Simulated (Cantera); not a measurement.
A perfectly stirred reactor is fed with CH4 : H2O : H2 = 1 : 3.7 : 0.063 (molar parts), at 100.0 Torr; it is held at 1325 K, and followed from long to short residence time.

Detailed kinetics in Cantera: GRI-Mech 3.0 (53 species, 325 reactions).

Task: What does this change do: CH4 1 to 1.8 parts?

Result: 
| quantity | before | after |
|---|---|---|
| x(CH4) at τ = 14.0 s | 0.184 | 0.283 |
| x(H2O) at τ = 14.0 s | 0.759 | 0.644 |
| x(H2) at τ = 14.0 s | 0.0452 | 0.0576 |
| x(HO2) at τ = 14.0 s | <1e-12 | <1e-12 |
| x(C2H2) at τ = 14.0 s | 0.00921 | 0.0137 |
| x(CH4) at τ = 0.150 s | 0.210 | 0.323 |
| x(H2O) at τ = 0.150 s | 0.777 | 0.665 |
| x(H2) at τ = 0.150 s | 0.0134 | 0.0116 |
| x(HO2) at τ = 0.150 s | <1e-12 | <1e-12 |
| x(C2H2) at τ = 0.150 s | 4.55e-6 | 6.39e-6 |

Task: What does this change do: pressure from 100.0 Torr to 7.30 bar?

Result: 
```tsv
quantity	before	after
x(CH4) at τ = 14.0 s	0.184	0.156
x(H2O) at τ = 14.0 s	0.759	0.725
x(H2) at τ = 14.0 s	0.0452	0.0917
x(HO2) at τ = 14.0 s	<1e-12	<1e-12
x(C2H2) at τ = 14.0 s	0.00921	0.00719
x(CH4) at τ = 0.150 s	0.210	0.207
x(H2O) at τ = 0.150 s	0.777	0.776
x(H2) at τ = 0.150 s	0.0134	0.0159
x(HO2) at τ = 0.150 s	<1e-12	<1e-12
x(C2H2) at τ = 0.150 s	4.55e-6	0.000350
```
